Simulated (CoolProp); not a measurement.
Vapour-liquid equilibrium of diethyl ether (1) + methanol (2) at 128.85 °C; x and y are mole fractions of (1).

Computed with CoolProp (multi-fluid Helmholtz-energy mixture model, Thol 2014 and de Reuck 1993; pair parameters Bell 2016).

```json
[
 {"x": "0.05", "bubble pressure (bar)": "8.950", "y at the bubble point": "0.118", "dew pressure at overall composition x (bar)": "8.483", "liquid density (mol/L)": "19.66"},
 {"x": "0.2", "bubble pressure (bar)": "10.71", "y at the bubble point": "0.340", "dew pressure at overall composition x (bar)": "9.562", "liquid density (mol/L)": "16.16"},
 {"x": "0.35", "bubble pressure (bar)": "11.80", "y at the bubble point": "0.471", "dew pressure at overall composition x (bar)": "10.80", "liquid density (mol/L)": "13.53"},
 {"x": "0.5", "bubble pressure (bar)": "12.46", "y at the bubble point": "0.573", "dew pressure at overall composition x (bar)": "12.01", "liquid density (mol/L)": "11.53"},
 {"x": "0.65", "bubble pressure (bar)": "12.79", "y at the bubble point": "0.671", "dew pressure at overall composition x (bar)": "12.74", "liquid density (mol/L)": "9.975"},
 {"x": "0.8", "bubble pressure (bar)": "12.78", "y at the bubble point": "0.785", "dew pressure at overall composition x (bar)": "12.75", "liquid density (mol/L)": "8.770"},
 {"x": "0.95", "bubble pressure (bar)": "12.32", "y at the bubble point": "0.936", "dew pressure at overall composition x (bar)": "12.26", "liquid density (mol/L)": "7.833"}
]
```

y crosses x between x = 0.65 and 0.8: the model has an azeotrope there.

The pair parameters rest on a limited set of measurements; away from them the model extrapolates.
